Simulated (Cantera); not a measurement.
A perfectly stirred reactor is fed with NO : N₂ = 1 : 4.3 (molar parts), at 21.8 Torr; it is held at 1900 K, and followed from long to short residence time.

Model: GRI-Mech 3.0 (53 species, 325 reactions), integrated in Cantera. Radical loss at walls, strong at low pressure, is not modelled.

Q: Predict: x(NO) at τ = 4.50 s; x(N₂) at τ = 4.50 s; x(NO₂) at τ = 4.50 s; x(O₂) at τ = 4.50 s; x(N₂O) at τ = 4.50 s; x(NO) at τ = 19.0 ms; x(N₂) at τ = 19.0 ms; x(NO₂) at τ = 19.0 ms; x(O₂) at τ = 19.0 ms; x(N₂O) at τ = 19.0 ms.

A: 
| Property | Value |
|---|---|
| x(NO) at τ = 4.50 s | 0.177 |
| x(N₂) at τ = 4.50 s | 0.817 |
| x(NO₂) at τ = 4.50 s | 1.10e-5 |
| x(O₂) at τ = 4.50 s | 0.00560 |
| x(N₂O) at τ = 4.50 s | 1.22e-5 |
| x(NO) at τ = 19.0 ms | 0.189 |
| x(N₂) at τ = 19.0 ms | 0.811 |
| x(NO₂) at τ = 19.0 ms | 8.47e-7 |
| x(O₂) at τ = 19.0 ms | 1.48e-6 |
| x(N₂O) at τ = 19.0 ms | 6.30e-6 |
